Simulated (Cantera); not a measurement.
Si(CH3)4 + C2H4 + H2 + HCl (silicon carbide growth)

Input: 1 mol Si(CH3)4, 0.59 mol C2H4, 2.9 mol H2, 0.81 mol HCl, held at 0.270 bar.

Equilibrium computed with Cantera from the NASA thermochemical tables; the gas is ideal and each condensed phase is pure. Candidate condensed phases: C, C6H6, C7H8, C8H18, Si, SiC; 109 gas species. The tables' values for SiCl, SiCl3 are old estimates; treat these amounts as uncertain. Gases not in the tables: Si2H6 and higher silanes. Kinetics and transport are ignored.

```tsv
T (K)	log p H2	log p HCl	log p H	log p CH4	log p C2H2 (acetylene)	n C(graphite)	n SiC(s)
1300	-0.60	-1.70	-6.26	-3.31	-6.84	4.16	0.998
1375	-0.60	-1.70	-5.77	-3.51	-6.35	4.17	0.999
1450	-0.60	-1.70	-5.33	-3.69	-5.91	4.17	0.998
1525	-0.60	-1.70	-4.93	-3.85	-5.52	4.18	0.998
1600	-0.60	-1.70	-4.57	-3.99	-5.16	4.18	0.997
1675	-0.60	-1.70	-4.24	-4.12	-4.84	4.18	0.997
1750	-0.60	-1.70	-3.93	-4.24	-4.54	4.18	0.996
1825	-0.60	-1.70	-3.66	-4.35	-4.27	4.18	0.995
1900	-0.60	-1.70	-3.40	-4.46	-4.02	4.18	0.993
1975	-0.60	-1.71	-3.17	-4.55	-3.79	4.17	0.992
2050	-0.60	-1.71	-2.95	-4.64	-3.58	4.17	0.990
2125	-0.61	-1.71	-2.74	-4.72	-3.38	4.16	0.988
```
log p: log10 of the partial pressure in bar; n: condensed amount in mol.

From 1300 K to 2125 K the condensed part is C(graphite) + SiC(s). The main Si-bearing gas is SiCl4 at 1300 K and SiCl2 at 2125 K. The share of Si in condensed phases is highest at 1375 K (99.9 %) and lowest at 2125 K (98.8 %).
